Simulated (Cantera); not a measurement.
An isothermal, constant-pressure homogeneous reactor starts with NH3 : H2 = 1 : 0.36 (molar parts), at 1700 K and 0.0263 atm.

Model: the gas-phase N/H chemistry of the illustrative SiF4/NH3 mechanism in the Surface Chemkin manual (1991), integrated in Cantera. Walls and surfaces, which speed up NH3 decomposition in real reactors, are not modelled.

Predict: x(NH3) at 80.0 s; x(H2) at 80.0 s; x(H) at 80.0 s; x(NH2) at 80.0 s; x(N2) at 80.0 s; x(NH) at 80.0 s.


```json
{
 "x(NH3) at 80.0 s": "0.0550 (gas-phase equilibrium 3.09e-7)",
 "x(H2) at 80.0 s": "0.749 (gas-phase equilibrium 0.787)",
 "x(H) at 80.0 s": "0.000236 (gas-phase equilibrium 0.000806)",
 "x(NH2) at 80.0 s": "4.39e-5 (gas-phase equilibrium 8.02e-10)",
 "x(N2) at 80.0 s": "0.196 (gas-phase equilibrium 0.212)",
 "x(NH) at 80.0 s": "8.09e-7 (gas-phase equilibrium 4.84e-11)"
}
```
